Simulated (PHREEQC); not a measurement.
A solution holds 0.0026 mol HF, 0.11 mol NaF, 0.0025 mol (NH4)2SiF6 and 0.046 mol H2SO4 per kg of water, at 25 °C. Closed to the air; pH follows from the charge balance.

Computed with PHREEQC (ion-association model, phreeqc.dat).

Precipitation was switched off in this run.

Q: Order these F species by the share of F that they hold, largest first: HF2-, SiF6-2, F-, HF, NaF.

A: HF (62 %), F- (16 %), SiF6-2 (12 %), HF2- (9.8 %), NaF (0.52 %)

Q: Order these S species by the share of S that they hold, largest first: SO4-2, HSO4-, NH4SO4-, NaSO4-.

A: SO4-2 (75 %), NaSO4- (13 %), HSO4- (11 %), NH4SO4- (1.3 %)

The pH is 2.44 and the ionic strength 0.149 mol/kgw. SiF6-2 is the database's only silicon fluoride.
